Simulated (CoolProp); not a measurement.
Vapour-liquid equilibrium of hexamethyldisiloxane (MM) (1) + toluene (2) at 41.55 °C; x and y are mole fractions of (1).

Computed with CoolProp (multi-fluid Helmholtz-energy mixture model, Thol 2016 and Lemmon 2006; pair parameters Bell 2016).

```csv
x,bubble pressure (kPa),y at the bubble point,dew pressure at overall composition x (kPa),liquid density (mol/L)
0.05,8.851,0.090,8.679,8.802
0.2,9.862,0.306,9.349,7.785
0.35,10.67,0.466,10.08,6.945
0.5,11.30,0.595,10.84,6.241
0.65,11.76,0.710,11.53,5.646
0.8,12.07,0.824,12.02,5.138
0.95,12.22,0.951,12.22,4.701
```

No azeotrope shows between x = 0.05 and 0.95.

Pair parameters are fitted to limited data, so mixtures are less certain than the pure fluids.
